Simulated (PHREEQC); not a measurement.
Consider water at 35 °C with 0.001 mol H3BO3, 0.0034 mol NaOH and 0.018 mol LiCl per kg of water. Closed to the air; pH follows from the charge balance.

Computed with PHREEQC (ion-association model, wateq4f.dat).

This is a speciation only: nothing precipitates in the calculation.

**Question.** Predict the pH.

**Answer.** pH 11.01.

**Question.** In which forms is B present?

**Answer.** H2BO3- 99 %, H3BO3 1.2 % of the B.

Species that the database lacks are ignored.
